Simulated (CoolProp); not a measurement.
Vapour-liquid equilibrium of R125 (1) + R236FA (2) at 232.2 K; x and y are mole fractions of (1).

The numbers come from the multi-fluid Helmholtz-energy mixture model, Lemmon 2005 and Pan 2012; pair parameters Bell 2016 in CoolProp.

Question: Give the bubble pressure and the first vapour's composition at x = 0.15, 0.25, 0.65. Is there an azeotrope?

Answer: x = 0.15: 33.22 kPa, y = 0.641; x = 0.25: 45.96 kPa, y = 0.768; x = 0.65: 96.55 kPa, y = 0.945. No azeotrope shows between x = 0.05 and 0.95.

The pair parameters rest on a limited set of measurements; away from them the model extrapolates. The gap from Raoult's law changes sign with composition, which may be real or a fault of the pair parameters; it wasn't checked against measurements.
